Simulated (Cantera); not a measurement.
Input: 1 mol Si3N4, 12 mol HCl, 7.7 mol N2, 5 mol NF3, held at 1550 K and 1.00 bar.

These are equilibrium values from Cantera (NASA tables, ideal gas, pure condensed phases), not measurements of a reactor. Candidate condensed phases: NH4Cl, Si, Si3N4; 49 gas species. Equilibrium is a limit: real reactors are often held back by kinetics, nucleation or transport.

Base state: N2 0.422, HCl 0.311, HF 0.104, SiF4 0.104, Cl2 0.0434, Cl 0.0169 (mole fractions); condensed: gas only.

**Question.** What changes in the equilibrium state with this change: 1 mol NH3 added?

**Answer.** 
```tsv
species	before	after
N2	0.422	0.414
HCl	0.311	0.390
HF	0.104	0.0977
Cl2	0.0434	4.64e-5
Cl	0.0169	0.000552
SiF4	0.104	0.0977
H2	2.15e-7	0.000316
SiF3	2.86e-7	1.09e-5
```
The tables' values for SiF3 are old estimates; treat these amounts as uncertain.
